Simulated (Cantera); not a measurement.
## Adiabatic ignition

An adiabatic, constant-volume homogeneous reactor starts with CH4 : H2 : O2 : N2 = 1 : 0.045 : 4.75 : 17.9 (molar parts), at 1075 K and 1280 Torr.

Model: GRI-Mech 3.0 (53 species, 325 reactions), integrated in Cantera.

```json
[
 {"t (s)": "2.00e-6", "T (K)": "1075", "P (bar)": "1.70", "x CH4": "0.0422", "x H2": "0.00190", "x O2": "0.200", "x C2H4": "<1e-12", "x H2O": "<1e-12", "x HCO": "<1e-12"},
 {"t (s)": "6.59e-6", "T (K)": "1075", "P (bar)": "1.70", "x CH4": "0.0422", "x H2": "0.00190", "x O2": "0.200", "x C2H4": "<1e-12", "x H2O": "9.94e-12", "x HCO": "<1e-12"},
 {"t (s)": "2.17e-5", "T (K)": "1075", "P (bar)": "1.70", "x CH4": "0.0422", "x H2": "0.00190", "x O2": "0.200", "x C2H4": "<1e-12", "x H2O": "5.77e-11", "x HCO": "<1e-12"},
 {"t (s)": "7.14e-5", "T (K)": "1075", "P (bar)": "1.70", "x CH4": "0.0422", "x H2": "0.00190", "x O2": "0.200", "x C2H4": "<1e-12", "x H2O": "3.27e-10", "x HCO": "<1e-12"},
 {"t (s)": "0.000235", "T (K)": "1075", "P (bar)": "1.70", "x CH4": "0.0422", "x H2": "0.00190", "x O2": "0.200", "x C2H4": "<1e-12", "x H2O": "2.50e-9", "x HCO": "<1e-12"},
 {"t (s)": "0.000775", "T (K)": "1075", "P (bar)": "1.70", "x CH4": "0.0422", "x H2": "0.00190", "x O2": "0.200", "x C2H4": "1.06e-12", "x H2O": "2.67e-8", "x HCO": "<1e-12"},
 {"t (s)": "0.00255", "T (K)": "1075", "P (bar)": "1.70", "x CH4": "0.0422", "x H2": "0.00190", "x O2": "0.200", "x C2H4": "1.04e-10", "x H2O": "4.67e-7", "x HCO": "<1e-12"},
 {"t (s)": "0.00840", "T (K)": "1075", "P (bar)": "1.70", "x CH4": "0.0422", "x H2": "0.00189", "x O2": "0.200", "x C2H4": "5.30e-8", "x H2O": "2.36e-5", "x HCO": "3.30e-12"},
 {"t (s)": "0.0277", "T (K)": "1078", "P (bar)": "1.70", "x CH4": "0.0419", "x H2": "0.00187", "x O2": "0.200", "x C2H4": "2.53e-6", "x H2O": "0.000309", "x HCO": "7.35e-11"},
 {"t (s)": "0.0911", "T (K)": "2219", "P (bar)": "3.51", "x CH4": "<1e-12", "x H2": "0.000173", "x O2": "0.113", "x C2H4": "<1e-12", "x H2O": "0.0845", "x HCO": "1.60e-11"},
 {"t (s)": "0.300", "T (K)": "2204", "P (bar)": "3.49", "x CH4": "<1e-12", "x H2": "0.000161", "x O2": "0.110", "x C2H4": "<1e-12", "x H2O": "0.0846", "x HCO": "1.34e-11"}
]
```
x: mole fraction; the columns are a selection and need not sum to one.

```json
{
  "time_of_steepest_temperature_rise": "54.3 ms",
  "temperature at 0.300 s": "2204 K",
  "equilibrium_temperature": "2202 K",
  "x(CH4) at 0.300 s": "<1e-12 (gas-phase equilibrium <1e-12)",
  "x(H2) at 0.300 s": "0.000161 (gas-phase equilibrium 0.000159)",
  "x(O2) at 0.300 s": "0.110 (gas-phase equilibrium 0.110)"
}
```
